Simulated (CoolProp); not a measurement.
Properties of 1,2-dichloroethane along the isotherm 500 K (Tc = 561.6 K, pc = 5.226 MPa, ω = 0.269).

Values from CoolProp's reference Helmholtz-energy equation of state, Thol 2015.

| p (MPa) | phase | Z | Joule-Thomson coefficient (K/MPa) | isothermal compressibility (1/MPa) |
|---|---|---|---|---|
| 1.45 | gas | 0.8385 | 16.03 | 0.8463 |
| 2.9 | liquid | 0.07906 | 0.4561 | 0.009948 |
| 4.36 | liquid | 0.1173 | 0.3518 | 0.008513 |
| 5.81 | liquid | 0.1545 | 0.2724 | 0.007482 |
| 7.26 | liquid | 0.1911 | 0.2089 | 0.006696 |
| 8.71 | liquid | 0.2271 | 0.1567 | 0.006075 |
| 10.2 | liquid | 0.2637 | 0.1117 | 0.005556 |
| 11.6 | liquid | 0.2977 | 0.07548 | 0.005151 |
| 13.1 | liquid | 0.3336 | 0.04173 | 0.004783 |
